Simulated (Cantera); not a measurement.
Charge: 1 mol Si2H6, 0.11 mol O2, 7.6 mol H2, held at 1523 K and 0.750 Torr.

Cantera equilibrium calculation (NASA polynomials, part measured and part estimated; ideal gas, pure solids and liquids). Candidate condensed phases: H2O, Si, SiO2; 18 gas species. The feed counts by its element totals alone. Rates play no part.

Base state: H2 0.979, SiO 0.0203, H 0.000723, Si 1.80e-5 (mole fractions); condensed: Si(s).

Question: What changes in the equilibrium state with this change: 1.5 mol Cl2 added?

Answer: 
```json
[
 {"species": "H2", "before": "0.979", "after": "0.799"},
 {"species": "HCl", "before": "0", "after": "0.121"},
 {"species": "SiCl2", "before": "0", "after": "0.0601"},
 {"species": "SiO", "before": "0.0203", "after": "0.0179"},
 {"species": "SiCl3", "before": "0", "after": "0.000556"},
 {"species": "Cl", "before": "0", "after": "7.96e-5"},
 {"species": "SiCl", "before": "0", "after": "4.65e-5"},
 {"species": "Si(s), mol", "before": "1.78", "after": "1.03"}
]
```
The tables' values for SiCl3, SiCl are old estimates; treat these amounts as uncertain.

Question: What changes in the equilibrium state with this change: temperature from 1523 K to 2073.15 K?

Answer: 
| species | before | after |
|---|---|---|
| H2 | 0.979 | 0.805 |
| Si | 1.80e-5 | 0.0998 |
| H | 0.000723 | 0.0747 |
| SiO | 0.0203 | 0.0175 |
| Si3 | 5.14e-9 | 0.000254 |
| Si2 | 2.71e-8 | 0.00123 |
| Si(s), mol | 1.78 | 0 |
| Si(l), mol | 0 | 0.462 |
Gases not in the tables: Si2H6 and higher silanes.
